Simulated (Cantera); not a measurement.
What does this Cantera script print?

```python
import numpy as np
import cantera as ct

gas = ct.Solution("gri30.yaml")
gas.TPX = 575, 1000000, {'CH4': 1, 'O2': 1.43, 'N2': 5.37}
inlet = ct.Reservoir(gas, clone=True)
gas.equilibrate("HP")  # start burning
reactor = ct.IdealGasConstPressureReactor(gas, energy="on", clone=False)
exhaust = ct.Reservoir(gas, clone=True)
tau = [0.16, 0.071, 0.031, 0.013, 0.0059, 0.0025, 0.0011, 0.00048, 0.00021, 9.1e-05][0]
for a, b in ((inlet, reactor), (reactor, exhaust)):
    ct.MassFlowController(a, b, mdot=lambda t: reactor.mass / tau)
net = ct.ReactorNet([reactor])
show = ['CH4', 'O2', 'H2O2', 'HO2', 'N2O', 'C2H6', 'H2']

rows = []
print(f"{'tau/s':>10s}{'T/K':>9s}" + "".join(f"{s:>11s}" for s in show))
for tau in [0.16, 0.071, 0.031, 0.013, 0.0059, 0.0025, 0.0011, 0.00048, 0.00021, 9.1e-05]:
    net.initial_time = 0.0
    net.advance(30 * tau)
    before = gas.X
    net.advance(40 * tau)
    drift = np.max(np.abs(gas.X - before) / (gas.X + 1e-9))
    rows.append([gas.T, *gas[show].X, drift])
    print(f"{tau:10.3e}{gas.T:9.1f}" + "".join(f"{x:11.3e}" for x in gas[show].X))
```

It prints:

```
     tau/s      T/K        CH4         O2       H2O2        HO2        N2O       C2H6         H2
 1.600e-01   2180.2  6.057e-05  1.451e-05  2.837e-09  6.463e-09  5.510e-09  1.008e-09  5.989e-02
 7.100e-02   2180.1  1.248e-04  3.043e-05  3.986e-09  1.272e-08  7.367e-09  4.506e-09  5.973e-02
 3.100e-02   2180.1  2.557e-04  6.590e-05  6.444e-09  2.692e-08  1.079e-08  2.000e-08  5.939e-02
 1.300e-02   2180.4  5.210e-04  1.493e-04  1.217e-08  6.113e-08  1.660e-08  8.877e-08  5.862e-02
 5.900e-03   2180.5  9.313e-04  3.121e-04  2.356e-08  1.306e-07  2.333e-08  3.082e-07  5.732e-02
 2.500e-03   2179.7  1.592e-03  6.838e-04  5.067e-08  3.003e-07  3.001e-08  1.027e-06  5.506e-02
 1.100e-03   2175.4  2.436e-03  1.419e-03  1.081e-07  6.761e-07  3.408e-08  2.863e-06  5.215e-02
 4.800e-04   2162.8  3.546e-03  2.926e-03  2.380e-07  1.595e-06  3.660e-08  7.574e-06  4.879e-02
 2.100e-04   2131.7  5.211e-03  6.145e-03  5.522e-07  4.124e-06  4.152e-08  2.112e-05  4.519e-02
 9.100e-05   2029.7  9.790e-03  1.644e-02  1.652e-06  1.575e-05  7.203e-08  1.017e-04  4.032e-02
```

Model: GRI-Mech 3.0 (53 species, 325 reactions), integrated in Cantera.
